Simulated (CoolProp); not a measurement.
Vapour pressure (MPa) of ammonia: the reference equation beside estimates from Tc = 405.6 K, pc = 11.36 MPa, ω = 0.256.

Computed with CoolProp (reference Helmholtz-energy equation of state, Gao 2020).

```tsv
T (K)	reference	Lee-Kesler	Redlich-Kwong	Soave-Redlich-Kwong
315.9	1.677	1.692	2.304	1.697
322.4	1.994	2.013	2.671	2.021
328.8	2.348	2.370	3.070	?
335.3	2.754	2.778	3.515	2.799
341.8	3.211	3.236	4.003	3.266
348.2	3.714	3.739	4.525	3.779
354.7	?	4.307	5.101	4.358
361.1	4.904	4.927	5.715	4.990
367.6	5.602	5.622	6.386	5.697
374	6.360	6.378	7.097	?
380.5	?	7.224	7.870	7.313
```

Q: Some entries are withheld; supply them.

A: 
- 328.8, Soave-Redlich-Kwong: 2.384
- 354.7, reference: 4.282
- 374, Soave-Redlich-Kwong: 6.462
- 380.5, reference: 7.208

Absolute difference from the reference over all 11 rows, mean and median: Lee-Kesler 0.6 and 0.7 %, Redlich-Kwong 22.4 and 21.8 %, Soave-Redlich-Kwong 1.6 and 1.6 %.
